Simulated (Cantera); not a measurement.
An adiabatic, constant-volume homogeneous reactor starts with 2.15 % C3H8, 19.9 % O2, 74.7 % N2, 3.22 % H2O, equivalence ratio 0.54, at 1075 K and 101000 Pa.

Detailed kinetics in Cantera: GRI-Mech 3.0 (53 species, 325 reactions). GRI-Mech 3.0 was tuned for natural gas; its chemistry of propane as a main component is partial and can be far from experiment.

x: mole fraction; the columns are a selection and need not sum to one.

```csv
t (s),T (K),P (bar),x C3H8,x O2,x H2O,x OH,x CH2O,x CH4,x O
2.00e-6,1075,1.01,0.0215,0.199,0.0322,6.37e-12,1.83e-12,4.50e-12,4.10e-12
5.16e-6,1075,1.01,0.0215,0.199,0.0322,2.74e-11,1.27e-11,3.04e-11,1.62e-11
1.33e-5,1075,1.01,0.0215,0.199,0.0322,4.99e-11,8.93e-11,2.09e-10,2.58e-11
3.44e-5,1075,1.01,0.0215,0.199,0.0322,7.39e-11,6.32e-10,1.43e-9,2.93e-11
8.87e-5,1075,1.01,0.0215,0.199,0.0322,1.43e-10,4.62e-9,9.74e-9,3.81e-11
0.000229,1075,1.01,0.0215,0.199,0.0322,3.90e-10,3.69e-8,6.68e-8,6.84e-11
0.000591,1075,1.01,0.0215,0.199,0.0322,1.45e-9,3.47e-7,4.77e-7,1.95e-10
0.00152,1075,1.01,0.0215,0.199,0.0322,?,?,?,5.98e-10
0.00394,1075,1.01,0.0214,0.199,0.0322,6.02e-9,1.69e-5,1.84e-5,7.32e-10
0.0102,1075,1.01,0.0213,0.199,0.0323,6.76e-9,5.37e-5,6.05e-5,8.34e-10
0.0262,1076,1.01,0.0209,0.199,0.0324,9.31e-9,0.000161,0.000184,1.20e-9
0.0676,1080,1.02,0.0191,0.197,0.0334,3.24e-8,0.000625,0.000696,4.63e-9
0.175,2389,2.31,<1e-12,0.0829,0.111,0.00683,2.20e-12,<1e-12,0.00156
0.450,2389,2.31,<1e-12,0.0829,0.111,0.00683,2.20e-12,<1e-12,0.00156
1.16,2389,2.31,<1e-12,0.0829,0.111,0.00683,2.20e-12,<1e-12,0.00156
3.00,2389,2.31,<1e-12,0.0829,0.111,0.00683,2.20e-12,<1e-12,0.00156
```

Question: What belongs in the gaps?

Answer: 
- 0.00152, x OH: 4.83e-9
- 0.00152, x CH2O: 3.39e-6
- 0.00152, x CH4: 3.58e-6
